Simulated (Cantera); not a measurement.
Charge: 1 mol CH₃OH, 0.65 mol CO₂, 35 mol N₂, equilibrated at 1325 K and 10.0 mbar.

Equilibrium computed with Cantera from the NASA thermochemical tables; the gas is ideal and each condensed phase is pure. Candidate condensed phases: C, C₆H₆, C₇H₈, C₈H₁₈, H₂O; 136 gas species. Equilibrium is a limit: real reactors are often held back by kinetics, nucleation or transport.

Base state: N₂ 0.906, H₂ 0.0405, CO 0.0371, H₂O 0.0113, CO₂ 0.00555 (mole fractions); condensed: gas only.

Problem. What changes in the equilibrium state with this change: temperature from 1325 K to 800 K?

Solution. 
```json
[
 {"species": "N₂", "before": "0.906", "after": "0.906"},
 {"species": "H₂", "before": "0.0405", "after": "0.0472"},
 {"species": "CO", "before": "0.0371", "after": "0.0304"},
 {"species": "CO₂", "before": "0.00555", "after": "0.0123"},
 {"species": "H₂O", "before": "0.0113", "after": "0.00453"}
]
```

Problem. What changes in the equilibrium state with this change: temperature from 1325 K to 2050 K?

Solution. 
```json
[
 {"species": "N₂", "before": "0.906", "after": "0.903"},
 {"species": "CO", "before": "0.0371", "after": "0.0395"},
 {"species": "H₂", "before": "0.0405", "after": "0.0359"},
 {"species": "H", "before": "3.29e-6", "after": "0.00430"},
 {"species": "CO₂", "before": "0.00555", "after": "0.00310"},
 {"species": "H₂O", "before": "0.0113", "after": "0.0134"},
 {"species": "NO", "before": "<1e-9", "after": "3.19e-5"},
 {"species": "O", "before": "<1e-9", "after": "1.52e-5"},
 {"species": "OH", "before": "1.34e-8", "after": "0.000176"}
]
```
